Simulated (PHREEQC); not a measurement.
Solution (60 °C): 0.11 mol NiCl2 and 0.0069 mol H3BO3 per kg of water. It is in equilibrium with CO2 at log p = -1 (atm). Otherwise closed; pH follows from the charge balance.

The numbers come from PHREEQC with the ion-association model, wateq4f.dat.

This is a speciation only: nothing precipitates in the calculation.

**Question.** What pH does the model give?

**Answer.** pH 4.18.

**Question.** In which forms is C present?

**Answer.** CO2 95 %, NiHCO3+ 3.8 %, HCO3- 1.1 % of the C.

Complexes and solids missing from the database can't appear. Constants without temperature data keep their 25 °C values here.
